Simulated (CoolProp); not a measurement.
Vapour-liquid equilibrium of ethane (1) + C3F8 (R218) (2) at 4.35 bar; x and y are mole fractions of (1).

Computed with CoolProp (multi-fluid Helmholtz-energy mixture model, Bücker 2006 and Lemmon 2006; pair parameters Bell 2016).

Problem. Give the bubble temperature and the first vapour's composition at x = 0.05, 0.2, 0.8. Is there an azeotrope?

Solution. x = 0.05: 263.9 K, y = 0.306; x = 0.2: 239.4 K, y = 0.756; x = 0.8: 219.7 K, y = 0.943. No azeotrope shows between x = 0.05 and 0.95.

The pair parameters rest on a limited set of measurements; away from them the model extrapolates. With so large a gap from Raoult's law the liquid may split in two, which this calculation doesn't test in full.
